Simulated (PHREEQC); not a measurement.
**Metal-bearing waste water (model solution)**

Make-up at 25 °C: 0.2 mol/kgw CdCl2, 0.1 mol/kgw ZnCl2, 0.0016 mol/kgw H2SO4 and 0.00052 mol/kgw NaCl. Closed to the air; pH follows from the charge balance.

The numbers come from PHREEQC with the ion-association model, wateq4f.dat.

Each row changes one thing in this solution. This is a speciation only: nothing precipitates in the calculation.

| case | pH | ionic strength (mol/kgw) | Cl- (mol/kgw) | Zn+2 (mol/kgw) | ZnCl+ (mol/kgw) | ZnCl2 (mol/kgw) | SI of Halite (NaCl) | SI of Zincite(c) (ZnO) |
|---|---|---|---|---|---|---|---|---|
| as made | 2.62 | 0.415 | 0.305 | 0.0791 | 0.0170 | 0.00215 | -5.71 | -7.59 |
| CdCl2 replaced by CdSO4 at the same molality | 2.99 | 0.458 | 0.0844 | 0.0498 | 0.00287 | 9.74e-5 | -6.30 | -7.06 |
| CdCl2 left out | 2.61 | 0.272 | 0.185 | 0.0852 | 0.0125 | 0.00109 | -5.90 | -7.52 |
| H2SO4 left out | 4.92 | 0.413 | 0.305 | 0.0797 | 0.0171 | 0.00217 | -5.71 | -2.98 |
| 0.04 mol/kgw KHF2 added | 2.87 | 0.444 | 0.309 | 0.0742 | 0.0158 | 0.00198 | -5.71 | -7.12 |
| diluted 10-fold with water | 3.57 | 0.0610 | 0.0446 | 0.00943 | 0.000517 | 1.53e-5 | -7.40 | -6.37 |
| 0.031 mol/kgw KOH added | 8.13 | 0.393 | 0.300 | 0.0631 | 0.0135 | 0.00171 | -5.72 | +3.34 |
| diluted 2-fold with water | 2.90 | 0.237 | 0.178 | 0.0427 | 0.00630 | 0.000548 | -6.21 | -7.21 |
| NaCl from 0.00052 to 0.00078 mol/kgw | 2.62 | 0.415 | 0.306 | 0.0791 | 0.0170 | 0.00215 | -5.53 | -7.59 |

Some of these states are supersaturated (in Zn5(OH)8Cl2, Zn(OH)2-e, for instance). wateq4f.dat counts part of the HF as a dimer, H2F2, which phreeqc.dat doesn't know; its constant is uncertain.
